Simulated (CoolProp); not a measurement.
The fluid at 298.15 K and 0.161 MPa flows at 0.98 m/s in a round tube of 6 mm bore and 15 µm roughness, fully developed (64/Re and Nu = 3.66 if laminar; Colebrook and Gnielinski if turbulent). The same conditions are run with several fluids, on thermodynamics alone (safety and materials aside).

The numbers come from the reference Helmholtz-energy equation of state of each fluid (C3F8 (R218): Lemmon 2006; c-C4F8 (RC318): Platzer 1990; CF4 (R14): Platzer 1990; ammonia: Gao 2020) in CoolProp. The equations of Platzer and Polt are older, rougher fits.

```
fluid           Reynolds number  Darcy friction factor  pressure drop (Pa/m)  heat-transfer coefficient (W/(m² K))  mass flow (kg/h)
--------------  ---------------  ---------------------  --------------------  ------------------------------------  ----------------
C3F8 (R218)                6040                 0.0384                  38.8                                  45.5                 …
c-C4F8 (RC318)                …                 0.0368                     …                                     …              1.36
CF4 (R14)                  1960                 0.0327                  15.0                                     …                 …
ammonia                     657                 0.0975                  8.78                                  15.3             0.112
```

### Question
Complete the blanks.

### Answer

- C3F8 (R218), mass flow (kg/h): 1.26
- c-C4F8 (RC318), Reynolds number: 7240
- c-C4F8 (RC318), pressure drop (Pa/m): 40.3
- c-C4F8 (RC318), heat-transfer coefficient (W/(m² K)): 50.5
- CF4 (R14), heat-transfer coefficient (W/(m² K)): 9.78
- CF4 (R14), mass flow (kg/h): 0.574

Transport values come from each fluid's own correlations; those of C3F8 (R218), c-C4F8 (RC318), CF4 (R14) are estimates that may be off by 10 % or more.
